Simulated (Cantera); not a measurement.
Feed: 1 mol SiCl4, 2.4 mol NH3, equilibrated at 8.40 Pa.

Cantera equilibrium calculation (NASA polynomials, part measured and part estimated; ideal gas, pure solids and liquids). Candidate condensed phases: NH4Cl, Si, Si3N4; 28 gas species. Kinetics and transport are ignored.

Problem. What share of the Si ends up in condensed phases as a function of T (K), at 748, 798, 848, 898, 948, 998, 1048, 1098, 1148, 1198, 1248, 1298, 1348, 1398?

Solution. 
| T (K) | Si condensed (%) | as |
|---|---|---|
| 748 | 66.2 | Si3N4(s) |
| 798 | 69.4 | Si3N4(s) |
| 848 | 72.1 | Si3N4(s) |
| 898 | 74.4 | Si3N4(s) |
| 948 | 76.4 | Si3N4(s) |
| 998 | 77.9 | Si3N4(s) |
| 1048 | 78.9 | Si3N4(s) |
| 1098 | 78.6 | Si3N4(s) |
| 1148 | 75.1 | Si3N4(s) |
| 1198 | 65.4 | Si3N4(s) |
| 1248 | 47.5 | Si3N4(s) |
| 1298 | 24.2 | Si3N4(s) |
| 1348 | 0.0 | Si3N4(s) |
| 1398 | 0.0 | - |
